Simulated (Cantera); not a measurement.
**Transport properties of process gases**

Gas mixture: 100 % NO, at 500000 Pa, frozen composition.

Cantera's kinetic-theory transport with the Lennard-Jones parameters of GRI-Mech 3.0, ideal gas; thermal conductivity in the multicomponent form. The composition is frozen, though it would react at the higher temperatures.

```json
[
 {"T (K)": "400", "ρ (kg/m³)": "4.51", "cp (J/kg/K)": "998.6", "μ (µPa s)": "23.1", "λ (mW/m/K)": "32.5", "Pr": "0.711", "D (cm²/s) NO": "-27.0", "D (cm²/s) O": "0.107", "D (cm²/s) CH₃": "0.0751"},
 {"T (K)": "600", "ρ (kg/m³)": "3.01", "cp (J/kg/K)": "1041", "μ (µPa s)": "30.6", "λ (mW/m/K)": "45.0", "Pr": "0.708", "D (cm²/s) NO": "-55.2", "D (cm²/s) O": "0.213", "D (cm²/s) CH₃": "0.151"},
 {"T (K)": "800", "ρ (kg/m³)": "2.26", "cp (J/kg/K)": "1092", "μ (µPa s)": "37.1", "λ (mW/m/K)": "57.3", "Pr": "0.708", "D (cm²/s) NO": "-90.5", "D (cm²/s) O": "0.345", "D (cm²/s) CH₃": "0.246"},
 {"T (K)": "1000", "ρ (kg/m³)": "1.80", "cp (J/kg/K)": "1133", "μ (µPa s)": "42.9", "λ (mW/m/K)": "68.8", "Pr": "0.707", "D (cm²/s) NO": "-132", "D (cm²/s) O": "0.500", "D (cm²/s) CH₃": "0.358"},
 {"T (K)": "1200", "ρ (kg/m³)": "1.50", "cp (J/kg/K)": "1159", "μ (µPa s)": "48.4", "λ (mW/m/K)": "79.3", "Pr": "0.707", "D (cm²/s) NO": "-180", "D (cm²/s) O": "0.677", "D (cm²/s) CH₃": "0.485"},
 {"T (K)": "1400", "ρ (kg/m³)": "1.29", "cp (J/kg/K)": "1181", "μ (µPa s)": "53.4", "λ (mW/m/K)": "89.3", "Pr": "0.707", "D (cm²/s) NO": "-232", "D (cm²/s) O": "0.874", "D (cm²/s) CH₃": "0.627"},
 {"T (K)": "1600", "ρ (kg/m³)": "1.13", "cp (J/kg/K)": "1199", "μ (µPa s)": "58.3", "λ (mW/m/K)": "98.9", "Pr": "0.706", "D (cm²/s) NO": "-290", "D (cm²/s) O": "1.09", "D (cm²/s) CH₃": "0.783"},
 {"T (K)": "1800", "ρ (kg/m³)": "1.00", "cp (J/kg/K)": "1213", "μ (µPa s)": "62.9", "λ (mW/m/K)": "108", "Pr": "0.706", "D (cm²/s) NO": "-353", "D (cm²/s) O": "1.33", "D (cm²/s) CH₃": "0.952"}
]
```
D: mixture-averaged diffusion coefficient of that species in the mixture.
